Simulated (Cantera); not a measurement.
Diamond growth

A diamond (100) surface in a fixed gas of H2 with x(CH4) = 0.0028, x(CH3) = 6.3e-05, at 900 K, 2800 Pa; coverages are run to steady state.

Model: the Harris–Goodwin 1993 mechanism for the reconstructed diamond (100) surface, integrated in Cantera.

| x(H) | growth (µm/h) | θ c6HH | θ c6H* | θ c6*H | θ c6** | θ c6HM |
|---|---|---|---|---|---|---|
| 0.0001 | 0.270 | 0.476 | 0.00686 | 0.192 | 0.00197 | 0.259 |
| 0.00021 | 0.369 | 0.551 | 0.00813 | 0.228 | 0.00281 | 0.169 |
| 0.00044 | 0.448 | 0.610 | 0.00912 | 0.255 | 0.00348 | 0.0979 |
| 0.00091 | 0.498 | 0.648 | 0.00975 | 0.273 | 0.00391 | 0.0526 |
| 0.0019 | 0.526 | 0.670 | 0.0101 | 0.283 | 0.00416 | 0.0266 |
| 0.004 | 0.541 | 0.681 | 0.0103 | 0.288 | 0.00429 | 0.0130 |
| 0.0084 | 0.549 | 0.687 | 0.0104 | 0.291 | 0.00436 | 0.00628 |
| 0.017 | 0.552 | 0.689 | 0.0105 | 0.292 | 0.00439 | 0.00312 |
| 0.037 | 0.554 | 0.691 | 0.0106 | 0.292 | 0.00442 | 0.00144 |
θ: site fractions in the mechanism's names (c6HH fully hydrogenated, c6H* and c6*H radical sites, c6** diradical, c6HM methylated).
